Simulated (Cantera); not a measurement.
A closed system holds: 1 mol Fe, 0.13 mol H2O, a varied amount of H2, at 0.0100 bar.

Cantera equilibrium calculation (NASA polynomials, part measured and part estimated; ideal gas, pure solids and liquids). Candidate condensed phases: Fe, FeO, Fe(OH)2, Fe(OH)3, Fe2O3, Fe3O4, H2O; 12 gas species. Kinetics and transport are ignored.

Q: What condenses at these points (T in K, n(H2) in mol): (1898, 190); (1948, 19); (1948, 110); (1948, 10); (1948, 10)?

A: 
```csv
T (K),n(H2) in mol,condensed phases,Fe condensed (%)
1898,190,gas only,0.0
1948,19,Fe,60.7
1948,110,gas only,0.0
1948,10,Fe,79.2
1948,10,Fe,79.2
```
